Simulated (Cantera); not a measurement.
Charge: 1 mol CaCO3, 0.85 mol H2O, 0.35 mol H2, held at 825 °C and 0.160 bar.

Equilibrium computed with Cantera from the NASA thermochemical tables; the gas is ideal and each condensed phase is pure. Candidate condensed phases: C, C6H6, C7H8, C8H18, Ca, CaCO3, CaO, Ca(OH)2, H2O; 115 gas species. Rates play no part.

Base state: H2O 0.459, CO2 0.382, H2 0.0865, CO 0.0726 (mole fractions); condensed: CaO(s).

Problem. What changes in the equilibrium state with this change: CaCO3 replaced by MgCO3?

Solution. 
```
species      before   after
-----------  ------  ------
H2O           0.459   0.459
CO2           0.382   0.382
H2           0.0865  0.0865
CO           0.0726  0.0726
CaO(s), mol    1.00       0
MgO(s), mol       0    1.00
```
Further candidate phases: Mg, MgCO3, MgO, Mg(OH)2.
